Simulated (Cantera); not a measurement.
Cantera with NASA thermochemical tables; ideal gases at 1 bar, condensed phases pure. Values are per mole of reaction as written; species without (g) are pure solids or liquids, kept so even where they would boil at 1 bar.

V2O5 + 2 N(g) ⇌ 2 VO2(g) + N2O(g), with ΔH° = 221.5 kJ and ΔS° = 313.1 J/K at 300 K.

Question: How far is the shortcut ΔG° ≈ ΔH°(300 K) − T·ΔS°(300 K) from the full temperature-dependent value at 2948, 2973, 2998 K?

Answer: 
```csv
T (K),shortcut (kJ),full (kJ),difference (kJ),difference in log10 K,condensed phases
2948,-701.5,-331.6,-369.9,6.55,V2O5(l)
2973,-709.3,-334.5,-374.8,6.59,V2O5(l)
2998,-717.1,-337.3,-379.8,6.62,V2O5(l)
```
The shortcut ignores heat capacities and the phase changes listed.
